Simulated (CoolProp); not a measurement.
R21 along the isotherm 199.85 °C: density (kg/m³) from the reference equation and from simpler models built on Tc = 179.6 °C, pc = 52.89 bar, ω = 0.206; each cubic takes its own stable root.

Model: reference Helmholtz-energy equation of state, Platzer 1990, in CoolProp. This equation is an older, rougher fit; its heat capacities, sound speeds and derivatives of the liquid may be far off and weren't checked against measurements.

```tsv
p (bar)	phase	reference	ideal gas	Redlich-Kwong	Soave-Redlich-Kwong	Peng-Robinson
1.67	gas	4.411	4.371	4.413	4.412	4.417
2.52	gas	6.688	6.595	6.692	6.690	6.702
3.81	gas	10.19	9.971	10.19	10.19	10.22
5.74	gas	15.52	15.02	15.54	15.53	15.59
8.66	gas	23.83	22.66	…	23.85	24.00
13.1	gas	37.09	34.28	37.18	37.12	37.48
19.7	gas	58.45	…	58.61	58.45	59.32
29.7	gas	95.80	77.73	95.99	95.48	97.74
44.9	gas	172.6	117.5	172.0	169.6	176.3
67.7	supercritical	470.7	177.2	470.5	425.5	453.5
102	supercritical	818.2	266.9	724.4	705.7	774.8
154	supercritical	929.5	403.0	847.4	835.6	924.2
232	supercritical	1009	607.2	947.7	939.4	1042
351	supercritical	1080	918.6	…	1035	1149
529	supercritical	1148	…	1129	1125	1248
```

Problem. What belongs in the gaps?

Solution. 
- 8.66, Redlich-Kwong: 23.87
- 19.7, ideal gas: 51.56
- 351, Redlich-Kwong: 1041
- 529, ideal gas: 1384
